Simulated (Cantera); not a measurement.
A perfectly stirred reactor is fed with NH₃ : N₂ = 1 : 0.78 (molar parts), at 0.0263 atm; it is held at 1950 K, and followed from long to short residence time.

Detailed kinetics in Cantera: the gas-phase N/H chemistry of the illustrative SiF4/NH3 mechanism in the Surface Chemkin manual (1991). Walls and surfaces, which speed up NH3 decomposition in real reactors, are not modelled.

Problem. What does this change do: NH3 1 to 0.42 parts?

Solution. 
```
quantity                  before     after
----------------------  --------  --------
x(NH₃) at τ = 22.0 s      0.0310    0.0210
x(N₂H₂) at τ = 22.0 s    1.42e-7   1.00e-7
x(N₂H₄) at τ = 22.0 s   2.54e-10  1.56e-10
x(NH₂) at τ = 22.0 s    0.000117   9.15e-5
x(H) at τ = 22.0 s      0.000671  0.000557
x(NH₃) at τ = 48.0 ms      0.537     0.335
x(N₂H₂) at τ = 48.0 ms   5.04e-6   3.07e-6
x(N₂H₄) at τ = 48.0 ms   1.78e-8   1.14e-8
x(NH₂) at τ = 48.0 ms   0.000976  0.000781
x(H) at τ = 48.0 ms      1.62e-5   1.46e-5
```

Problem. What does this change do: N2 0.78 to 1.9 parts?

Solution. 
| quantity | before | after |
|---|---|---|
| x(NH₃) at τ = 22.0 s | 0.0310 | 0.0208 |
| x(N₂H₂) at τ = 22.0 s | 1.42e-7 | 9.89e-8 |
| x(N₂H₄) at τ = 22.0 s | 2.54e-10 | 1.54e-10 |
| x(NH₂) at τ = 22.0 s | 0.000117 | 9.07e-5 |
| x(H) at τ = 22.0 s | 0.000671 | 0.000553 |
| x(NH₃) at τ = 48.0 ms | 0.537 | 0.330 |
| x(N₂H₂) at τ = 48.0 ms | 5.04e-6 | 3.02e-6 |
| x(N₂H₄) at τ = 48.0 ms | 1.78e-8 | 1.12e-8 |
| x(NH₂) at τ = 48.0 ms | 0.000976 | 0.000775 |
| x(H) at τ = 48.0 ms | 1.62e-5 | 1.45e-5 |
